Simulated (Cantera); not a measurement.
What does this Cantera script print?

```python
import numpy as np
import cantera as ct

gas_names = """
    H H2 N NH NH2 NH3 N2 N2H2 N2H4 Si SiH SiH2 SiH3 SiH4 SiN Si2 Si2N Si3
""".split()
cond_names = """
    Si(cr) Si(L) Si3N4(a)
""".split()


def load(file, names, dense=False):
    # The tables refer to 1 bar. Condensed volumes are neglected.
    table = {s.name: s for s in ct.Species.list_from_file(file)}
    out = []
    for n in names:
        d = dict(table[n].input_data)
        d["thermo"] = dict(d["thermo"], **{"reference-pressure": 1e5})
        if dense:
            d["equation-of-state"] = {"model": "constant-volume", "density": "1e6 g/cm^3"}
        out.append(ct.Species.from_dict(d))
    return out


gas = ct.Solution(thermo="ideal-gas", species=load("nasa_gas.yaml", gas_names))
cond = {s.name: ct.Solution(thermo="fixed-stoichiometry", species=[s], name=s.name)
        for s in load("nasa_condensed.yaml", cond_names, dense=True)}
atoms = {
    'Si3N4': {'Si': 3, 'N': 4},
    'H2': {'H': 2},
}
top_T = {'Si3N4(a)': 2400}  # K; cautious upper limits of use, not melting points


def equilibrate(T, P, feed):
    n = {}
    for name, mol in feed.items():
        for a, k in atoms[name].items():
            n[a] = n.get(a, 0.0) + k * mol
    gas.TPX = T, P, n
    mass = sum(n.values()) * gas.mean_molecular_weight
    gas.equilibrate("TP")
    valid = [c for c in cond.values() if c.min_temp <= T <= top_T.get(c.name, c.max_temp)]
    mix = ct.Mixture([(gas, mass / gas.mean_molecular_weight)] + [(c, 0.0) for c in valid])
    mix.T, mix.P = T, P
    mix.equilibrate("TP", solver="vcs", rtol=1e-11, max_steps=5000)
    return mix


results = []
feed = {'Si3N4': 1, 'H2': 0.48}  # mol
P = 47  # Pa
for T in [1573, 1723, 1873, 2023, 2173, 2323, 2473, 2623, 2773, 2923, 3073]:
    mix = equilibrate(T, P, feed)
    results.append((T, P, feed, dict(zip(mix.species_names, mix.species_moles))))
    x = sorted(zip(gas.X, gas.species_names), reverse=True)
    print(f"T = {T:g} K  P = {P:g} Pa  gas = {mix.phase_moles(0):.4g} mol")
    print("   x: " + "  ".join(f"{s} {v:.3e}" for v, s in x if v > 1e-06))
    print("   condensed (mol): " + ("  ".join(f"{mix.phase(i).name} {mix.phase_moles(i):.4g}"
          for i in range(1, mix.n_phases) if mix.phase_moles(i) > 1e-12) or "none"))
```

Output:

```
T = 1573 K  P = 47 Pa  gas = 0.7962 mol
   x: H2 6.022e-01  N2 3.963e-01  H 1.455e-03  Si 1.170e-04  SiH 4.738e-06  Si2N 2.487e-06  SiH2 2.210e-06  SiN 1.525e-06
   condensed (mol): Si(cr) 0.4731  Si3N4(a) 0.8423
T = 1723 K  P = 47 Pa  gas = 2.49 mol
   x: N2 8.032e-01  H2 1.909e-01  H 3.675e-03  Si 2.092e-03  Si2N 4.010e-05  SiH 2.850e-05  SiN 2.284e-05  Si2 9.910e-06  SiH2 3.242e-06  Si3 2.463e-06
   condensed (mol): Si(L) 2.994
T = 1873 K  P = 47 Pa  gas = 2.545 mol
   x: N2 7.857e-01  H2 1.822e-01  Si 1.876e-02  H 1.271e-02  Si2N 1.930e-04  SiH 1.618e-04  Si2 1.400e-04  SiN 1.298e-04  Si3 3.204e-05  SiH2 8.935e-06
   condensed (mol): Si(L) 2.95
T = 2023 K  P = 47 Pa  gas = 2.885 mol
   x: N2 6.925e-01  H2 1.491e-01  Si 1.211e-01  H 3.383e-02  Si2 1.326e-03  Si2N 6.923e-04  SiH 6.518e-04  SiN 5.385e-04  Si3 2.810e-04  SiH2 1.802e-05
   condensed (mol): Si(L) 2.633
T = 2173 K  P = 47 Pa  gas = 5.563 mol
   x: Si 5.175e-01  N2 3.583e-01  H2 5.868e-02  H 5.392e-02  Si2 6.754e-03  SiH 1.268e-03  SiN 1.196e-03  Si2N 1.162e-03  Si3 1.148e-03  SiH2 1.324e-05
   condensed (mol): none
T = 2323 K  P = 47 Pa  gas = 5.732 mol
   x: Si 5.166e-01  N2 3.483e-01  H 9.507e-02  H2 3.582e-02  Si2 2.212e-03  SiN 8.881e-04  SiH 7.476e-04  Si2N 1.900e-04  Si3 8.730e-05  SiH2 3.923e-06  N 1.364e-06
   condensed (mol): none
T = 2473 K  P = 47 Pa  gas = 5.855 mol
   x: Si 5.096e-01  N2 3.412e-01  H 1.311e-01  H2 1.624e-02  Si2 8.084e-04  SiN 6.772e-04  SiH 3.877e-04  Si2N 3.784e-05  Si3 8.733e-06  N 6.116e-06
   condensed (mol): none
T = 2623 K  P = 47 Pa  gas = 5.92 mol
   x: Si 5.053e-01  N2 3.376e-01  H 1.500e-01  H2 5.965e-03  SiN 5.373e-04  Si2 3.338e-04  SiH 1.870e-04  N 2.321e-05  Si2N 9.166e-06  Si3 1.149e-06
   condensed (mol): none
T = 2773 K  P = 47 Pa  gas = 5.945 mol
   x: Si 5.038e-01  N2 3.362e-01  H 1.572e-01  H2 2.101e-03  SiN 4.407e-04  Si2 1.529e-04  SiH 9.088e-05  N 7.651e-05  Si2N 2.617e-06
   condensed (mol): none
T = 2923 K  P = 47 Pa  gas = 5.954 mol
   x: Si 5.033e-01  N2 3.356e-01  H 1.596e-01  H2 7.803e-04  SiN 3.702e-04  N 2.236e-04  Si2 7.603e-05  SiH 4.632e-05
   condensed (mol): none
T = 3073 K  P = 47 Pa  gas = 5.959 mol
   x: Si 5.031e-01  N2 3.352e-01  H 1.605e-01  N 5.889e-04  SiN 3.168e-04  H2 3.133e-04  Si2 4.048e-05  SiH 2.497e-05
   condensed (mol): none
```

Cantera equilibrium calculation (NASA polynomials, part measured and part estimated; ideal gas, pure solids and liquids). Mutual solubility and eutectic melting of coexisting phases are not modelled. The tables' values for SiN are old estimates; treat these amounts as uncertain. Gases not in the tables: Si2H6 and higher silanes.
